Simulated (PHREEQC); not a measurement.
Make-up at 25 °C: 1 mmol/kgw H2SO4, 7.5 mmol/kgw MnSO4 and 85 mmol/kgw NiSO4. Closed to the air; pH follows from the charge balance.

Computed with PHREEQC (ion-association model, wateq4f.dat).

Question: The ionic strength comes out as 0.202 mol/kgw. What activity coefficients do Ni+2, HSO4-, H+, SO4-2, Mn+2 get?

Answer: Ni+2 0.31, HSO4- 0.73, H+ 0.80, SO4-2 0.29, Mn+2 0.33.

No solid was allowed to form.
